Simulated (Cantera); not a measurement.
Charge: 1 mol SiH₂Cl₂, 900 mol H₂, 0.42 mol C₂H₄, at 852 °C and 10.0 mbar.

Equilibrium computed with Cantera from the NASA thermochemical tables; the gas is ideal and each condensed phase is pure. Candidate condensed phases: C, C₆H₆, C₇H₈, C₈H₁₈, Si, SiC; 109 gas species. Mutual solubility and eutectic melting of coexisting phases are not modelled. Equilibrium is a limit: real reactors are often held back by kinetics, nucleation or transport.

Base state: H₂ 0.998, HCl 0.00219, SiCl₂ 1.02e-5 (mole fractions); condensed: Si(s) + SiC(s).

Q: What changes in the equilibrium state with this change: SiH₂Cl₂ replaced by CH₃SiCl₃?

A: 
```csv
species,before,after
H₂,0.998,0.996
HCl,0.00219,0.00332
CH₄,2.97e-7,0.000286
SiCl₂,1.02e-5,2.43e-8
"Si(s), mol",0.150,0
"SiC(s), mol",0.840,1.000
"C(graphite), mol",0,0.581
```
The feed counts by its element totals alone.

Q: What changes in the equilibrium state with this change: temperature from 852 °C to 2125 °C?

A: 
```csv
species,before,after
H₂,0.998,0.851
H,4.44e-7,0.145
HCl,0.00219,0.00183
Si,<1e-9,0.000979
C₂H₂ (acetylene),<1e-9,0.000411
Cl,<1e-9,0.000223
SiH,<1e-9,2.80e-5
SiC₂,<1e-9,1.31e-5
SiCl₂,1.02e-5,2.88e-8
"Si(s), mol",0.150,0
"SiC(s), mol",0.840,0
```
